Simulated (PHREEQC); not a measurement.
Consider water at 39 °C with 0.27 mol Cu(NO3)2, 0.0078 mol HCl and 0.0057 mol H3BO3 per kg of water. Closed to the air; pH follows from the charge balance.

Equilibrium calculation in PHREEQC: ion-association model, phreeqc.dat.

Each row changes one thing in this solution. No solid was allowed to form.

```json
[
 {"case": "as made", "pH": "2.24", "Cl- (mol/kgw)": "0.00602", "CuCl+ (mol/kgw)": "0.00177", "CuCl2 (mol/kgw)": "2.05e-6", "CuOH+ (mol/kgw)": "1.57e-7", "Cu2(OH)2+2 (mol/kgw)": "4.60e-8"},
 {"case": "temperature from 39 to 70 °C", "pH": "2.24", "Cl- (mol/kgw)": "0.00401", "CuCl+ (mol/kgw)": "0.00378", "CuCl2 (mol/kgw)": "3.64e-6", "CuOH+ (mol/kgw)": "1.50e-7", "Cu2(OH)2+2 (mol/kgw)": "5.48e-7"},
 {"case": "0.0045 mol/kgw CO2 added", "pH": "2.23", "Cl- (mol/kgw)": "0.00602", "CuCl+ (mol/kgw)": "0.00177", "CuCl2 (mol/kgw)": "2.05e-6", "CuOH+ (mol/kgw)": "1.57e-7", "Cu2(OH)2+2 (mol/kgw)": "4.58e-8"},
 {"case": "temperature from 39 to 60 °C", "pH": "2.24", "Cl- (mol/kgw)": "0.00468", "CuCl+ (mol/kgw)": "0.00312", "CuCl2 (mol/kgw)": "3.28e-6", "CuOH+ (mol/kgw)": "1.52e-7", "Cu2(OH)2+2 (mol/kgw)": "2.60e-7"},
 {"case": "H3BO3 left out", "pH": "2.24", "Cl- (mol/kgw)": "0.00602", "CuCl+ (mol/kgw)": "0.00177", "CuCl2 (mol/kgw)": "2.05e-6", "CuOH+ (mol/kgw)": "1.57e-7", "Cu2(OH)2+2 (mol/kgw)": "4.60e-8"},
 {"case": "0.025 mol/kgw HF added", "pH": "1.99", "Cl- (mol/kgw)": "0.00603", "CuCl+ (mol/kgw)": "0.00177", "CuCl2 (mol/kgw)": "2.04e-6", "CuOH+ (mol/kgw)": "8.99e-8", "Cu2(OH)2+2 (mol/kgw)": "1.50e-8"}
]
```

The ionic strength passes 0.7 mol/kgw, the rough limit of the ion-association models, in every such run. Away from 25 °C the constants follow the database's enthalpies or fits; those with neither stay at their 25 °C values.
